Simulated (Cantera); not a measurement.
**Counterflow diffusion flame**

A counterflow diffusion flame at 1.00 bar, nozzles 20 mm apart: fuel side CH4 : C2H6 = 1 : 0.13 (molar parts) at 525 K, oxidiser side O2 : N2 = 0.22 : 0.78 (molar parts) at 398 K, fuel mass flux 0.59 times the oxidiser's; mixture-averaged transport, no radiation.

Detailed kinetics in Cantera: GRI-Mech 3.0 (53 species, 325 reactions). GRI-Mech 3.0 has no aromatics or soot, which form on the fuel side of real flames. The maximum strain rate includes the flame's own expansion and is several times the mean.

```json
[
 {"oxidiser flux (kg/m²/s)": "0.25", "max strain (1/s)": "162", "mean strain (1/s)": "32.6", "T max (K)": "2135", "peak x OH": "0.00848", "peak x H": "0.00428", "peak x NO": "0.000288", "peak x CO": "0.0584", "peak x C2H2": "0.0194"},
 {"oxidiser flux (kg/m²/s)": "0.39", "max strain (1/s)": "243", "mean strain (1/s)": "50.8", "T max (K)": "2113", "peak x OH": "0.00842", "peak x H": "0.00455", "peak x NO": "0.000261", "peak x CO": "0.0572", "peak x C2H2": "0.0180"},
 {"oxidiser flux (kg/m²/s)": "0.61", "max strain (1/s)": "364", "mean strain (1/s)": "79.4", "T max (K)": "2095", "peak x OH": "0.00838", "peak x H": "0.00485", "peak x NO": "0.000231", "peak x CO": "0.0566", "peak x C2H2": "0.0167"},
 {"oxidiser flux (kg/m²/s)": "0.95", "max strain (1/s)": "541", "mean strain (1/s)": "124", "T max (K)": "2075", "peak x OH": "0.00825", "peak x H": "0.00513", "peak x NO": "0.000197", "peak x CO": "0.0563", "peak x C2H2": "0.0154"},
 {"oxidiser flux (kg/m²/s)": "1.5", "max strain (1/s)": "811", "mean strain (1/s)": "195", "T max (K)": "2047", "peak x OH": "0.00793", "peak x H": "0.00532", "peak x NO": "0.000155", "peak x CO": "0.0562", "peak x C2H2": "0.0137"},
 {"oxidiser flux (kg/m²/s)": "2.3", "max strain (1/s)": "1190", "mean strain (1/s)": "299", "T max (K)": "2015", "peak x OH": "0.00741", "peak x H": "0.00534", "peak x NO": "0.000112", "peak x CO": "0.0563", "peak x C2H2": "0.0118"},
 {"oxidiser flux (kg/m²/s)": "3.6", "max strain (1/s)": "1800", "mean strain (1/s)": "469", "T max (K)": "1968", "peak x OH": "0.00654", "peak x H": "0.00507", "peak x NO": "6.68e-5", "peak x CO": "0.0571", "peak x C2H2": "0.00922"},
 {"oxidiser flux (kg/m²/s)": "5.7", "max strain (1/s)": "2700", "mean strain (1/s)": "742", "T max (K)": "1847", "peak x OH": "0.00422", "peak x H": "0.00349", "peak x NO": "1.53e-5", "peak x CO": "0.0574", "peak x C2H2": "0.00424"}
]
```
x: mole fraction; the columns are a selection and need not sum to one.
